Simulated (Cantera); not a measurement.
## CuO + CH4 + CO + C (carbothermic reduction)

Input: 1 mol CuO, 0.46 mol CH4, 2.1 mol CO, 1.5 mol C, held at 2298.15 K and 7300 Pa.

Cantera equilibrium calculation (NASA polynomials, part measured and part estimated; ideal gas, pure solids and liquids). Candidate condensed phases: C, C6H6, C7H8, C8H18, Cu, CuO, Cu(OH)2, Cu2O, H2O; 113 gas species. Kinetics and transport are ignored.

| Quantity | Value |
|---|---|
| x(CO) | 0.613 |
| x(Cu) | 0.197 |
| x(H2) | 0.174 |
| x(H) | 0.0148 |
| x(C2H2 (acetylene)) | 0.000744 |
| x(Cu2) | 0.000585 |
| x(C2H) | 2.85e-6 |
| x(C4H2) | 1.31e-6 |
| n(C(graphite)) | 0.952 mol |
| gas amount | 5.054 mol |
| log10 activity of Cu(l) (absent) | -0.52 |
